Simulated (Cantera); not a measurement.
A perfectly stirred reactor is fed with CH₄ : O₂ : N₂ = 1 : 1.9 : 5.78 (molar parts), equivalence ratio 1.1, at 0.197 atm; it is adiabatic with a 500 K inlet, and is followed from long to short residence time, starting on the burning branch (τ in s: 0.4, 0.17, 0.073, 0.031, 0.013, 0.0057, 0.0024, 0.001, 0.00044, 0.00019, 8.1e-05).

Model: GRI-Mech 3.0 (53 species, 325 reactions), integrated in Cantera.

Q: Predict: blow-out, bracketed by the residence times tried; x(CH₄) at τ = 0.400 s; x(O₂) at τ = 0.400 s; x(O) at τ = 0.400 s; x(NO₂) at τ = 0.400 s; x(CH₄) at τ = 5.70 ms; x(O₂) at τ = 5.70 ms; x(O) at τ = 5.70 ms; x(C₂H₄) at τ = 5.70 ms; x(NO₂) at τ = 5.70 ms.

A: 
- blow-out, bracketed by the residence times tried: burning at 0.190 ms, out at 81.0 µs
- x(CH₄) at τ = 0.400 s: 1.19e-6
- x(O₂) at τ = 0.400 s: 0.0104
- x(O) at τ = 0.400 s: 0.00196
- x(NO₂) at τ = 0.400 s: 2.90e-7
- x(CH₄) at τ = 5.70 ms: 4.62e-5
- x(O₂) at τ = 5.70 ms: 0.0193
- x(O) at τ = 5.70 ms: 0.00543
- x(C₂H₄) at τ = 5.70 ms: 6.74e-9
- x(NO₂) at τ = 5.70 ms: 1.06e-8
